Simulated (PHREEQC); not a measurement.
Solution (25 °C): 0.39 mol/kgw Na2SO4. Closed to the air; pH follows from the charge balance.

Computed with PHREEQC (Pitzer model, pitzer.dat).

Each row changes one thing in this solution. Precipitation was switched off in this run.

```csv
case,pH,ionic strength (mol/kgw)
as made,7.33,1.17
Na2SO4 replaced by NaCl at the same molality,6.95,0.390
Na2SO4 from 0.39 to 0.351 mol/kgw,7.32,___
temperature from 25 to 80 °C,6.92,1.17
diluted 10-fold with water,7.17,0.117
temperature from 25 to 75 °C,6.95,1.17
0.48 mol/kgw H2SO4 added,0.54,___
diluted 100-fold with water,7.05,___
Na2SO4 from 0.39 to 0.078 mol/kgw,7.22,___
```

**Question.** Complete the blanks.

**Answer.** 
- Na2SO4 from 0.39 to 0.351 mol/kgw, ionic strength (mol/kgw): 1.05
- 0.48 mol/kgw H2SO4 added, ionic strength (mol/kgw): 1.46
- diluted 100-fold with water, ionic strength (mol/kgw): 0.0117
- Na2SO4 from 0.39 to 0.078 mol/kgw, ionic strength (mol/kgw): 0.234

Constants without temperature data keep their 25 °C values here.
